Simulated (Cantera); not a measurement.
A perfectly stirred reactor is fed with NO : N2 = 1 : 2.9 (molar parts), at 44.3 Torr; it is held at 1975 K, and followed from long to short residence time.

Computed with Cantera and GRI-Mech 3.0 (53 species, 325 reactions).

Question: Predict: x(NO) at τ = 2.50 s; x(N2O) at τ = 2.50 s; x(NO2) at τ = 2.50 s; x(O2) at τ = 2.50 s; x(O) at τ = 2.50 s; x(NO) at τ = 95.0 ms; x(N2O) at τ = 95.0 ms; x(NO2) at τ = 95.0 ms; x(O2) at τ = 95.0 ms; x(O) at τ = 95.0 ms.

Answer: 
* **x(NO) at τ = 2.50 s**: 0.213
* **x(N2O) at τ = 2.50 s**: 1.78e-5
* **x(NO2) at τ = 2.50 s**: 3.03e-5
* **x(O2) at τ = 2.50 s**: 0.0213
* **x(O) at τ = 2.50 s**: 0.000372
* **x(NO) at τ = 95.0 ms**: 0.255
* **x(N2O) at τ = 95.0 ms**: 2.60e-5
* **x(NO2) at τ = 95.0 ms**: 1.28e-5
* **x(O2) at τ = 95.0 ms**: 0.000539
* **x(O) at τ = 95.0 ms**: 0.000153
